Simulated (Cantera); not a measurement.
**Gas activation for diamond growth**

An isothermal, constant-pressure homogeneous reactor starts with CH4 : H2 : O2 : H2O = 0.025 : 1 : 0.016 : 0.013 (molar parts), at 2275 K and 0.0132 atm.

Computed with Cantera and GRI-Mech 3.0 (53 species, 325 reactions). Radical loss at walls, strong at low pressure, is not modelled.

```
t (s)        x CH4   x H2     x O2    x C2H6   x CH2CO     x CO2
--------  --------  -----  -------  --------  --------  --------
3.00e-5     0.0236  0.949   0.0152  6.37e-10    <1e-12  4.90e-10
9.53e-5     0.0234  0.948   0.0150   1.58e-8  2.76e-11   2.34e-8
0.000303    0.0220  0.943   0.0135   4.14e-7   2.84e-8   1.84e-6
0.000962    0.0134  0.916  0.00124   1.80e-6   1.51e-6   5.15e-5
0.00306    0.00652  0.922  5.03e-8   4.10e-7   2.00e-6   2.19e-5
0.00972    0.00232  0.925  3.58e-8   5.42e-8   2.58e-6   2.63e-5
0.0309    0.000908  0.925  3.70e-8   9.41e-9   2.03e-6   5.01e-5
0.0981    0.000419  0.926  2.94e-8   2.31e-9   7.11e-7   7.70e-5
0.312      3.16e-5  0.922  2.63e-8  1.60e-11   2.44e-8   7.91e-5
0.990     3.42e-12  0.905  5.56e-8    <1e-12    <1e-12   7.86e-5
3.15      1.53e-12  0.891  9.09e-8    <1e-12    <1e-12   7.84e-5
10.0      1.45e-12  0.890  9.40e-8    <1e-12    <1e-12   7.84e-5
```
x: mole fraction; the columns are a selection and need not sum to one.

Equilibrium at this temperature and pressure: CH4 1.59e-12, H2 0.890, O2 9.40e-8, C2H6 <1e-12, CH2CO <1e-12, CO2 7.84e-5 (gas phase only).
